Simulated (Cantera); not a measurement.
Mixture: CH4 : CO : O2 : N2 = 1 : 1.4 : 3.51 : 13.2 (molar parts), equivalence ratio 0.77, at 5.00 bar, adiabatic and at constant volume. Ignition delay is the time to a rise of 400 K.

Cantera simulation using GRI-Mech 3.0 (53 species, 325 reactions); the numbers are that mechanism's predictions, not measurements.

Problem. What does this change do: constant pressure in place of constant volume?

Solution. 
```json
[
 {"quantity": "delay at 1275 K", "before": "4.03 ms", "after": "4.26 ms"},
 {"quantity": "delay at 1425 K", "before": "0.623 ms", "after": "0.660 ms"},
 {"quantity": "delay at 1575 K", "before": "0.136 ms", "after": "0.144 ms"},
 {"quantity": "delay at 1725 K", "before": "41.2 µs", "after": "43.6 µs"},
 {"quantity": "apparent activation energy between 1650 and 1800 K", "before": "180 kJ/mol", "after": "170 kJ/mol"}
]
```

Problem. What does this change do: pressure from 5.00 bar to 0.770 bar?

Solution. 
| quantity | before | after |
|---|---|---|
| delay at 1275 K | 4.03 ms | 16.3 ms |
| delay at 1425 K | 0.623 ms | 2.40 ms |
| delay at 1575 K | 0.136 ms | 0.586 ms |
| delay at 1725 K | 41.2 µs | 0.204 ms |
| apparent activation energy between 1650 and 1800 K | 180 kJ/mol | 160 kJ/mol |
